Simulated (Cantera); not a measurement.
Mixture: 5.38 % CH4, 19.9 % O2, 74.7 % N2, equivalence ratio 0.54, at 5.00 bar, adiabatic and at constant pressure. Ignition delay is the time to a rise of 400 K.

Cantera simulation using GRI-Mech 3.0 (53 species, 325 reactions); the numbers are that mechanism's predictions, not measurements.

Problem. Predict: delay at 1298 K; delay at 1373 K; delay at 1448 K; delay at 1523 K; delay at 1598 K; delay at 1673 K; apparent activation energy between 1523 and 1673 K.

Solution. 
| Quantity | Result |
|---|---|
| delay at 1298 K | 2.22 ms |
| delay at 1373 K | 0.956 ms |
| delay at 1448 K | 0.439 ms |
| delay at 1523 K | 0.215 ms |
| delay at 1598 K | 0.112 ms |
| delay at 1673 K | 62.6 µs |
| apparent activation energy between 1523 and 1673 K | 170 kJ/mol |
